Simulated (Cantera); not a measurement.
A closed system holds: 1 mol AlBr3, 3 mol O2, 11 mol H2, at 1127 °C and 31.0 Pa.

Cantera equilibrium calculation (NASA polynomials, part measured and part estimated; ideal gas, pure solids and liquids). Equilibrium is a limit: real reactors are often held back by kinetics, nucleation or transport.

```json
[
 {"species": "H2", "before": "0.404", "after": "0.817"},
 {"species": "HBr", "before": "0.224", "after": "0.132"},
 {"species": "AlBr3", "before": "<1e-9", "after": "0.0292"},
 {"species": "H2O", "before": "0.357", "after": "8.43e-7"},
 {"species": "AlBr", "before": "<1e-9", "after": "0.0147"},
 {"species": "Br", "before": "0.0146", "after": "0.00610"},
 {"species": "H", "before": "0.000176", "after": "0.000250"},
 {"species": "Al2O3(s), mol", "before": "0.500", "after": "0.227"}
]
```
Gas species are given as mole fractions.

**Question.** Which change was made?
A) O2 from 3 to 1.6 mol
B) H2 from 11 to 86 mol
C) temperature from 1127 °C to 1527 °C
D) O2 from 3 to 0.34 mol

**Answer.** D, O2 from 3 to 0.34 mol
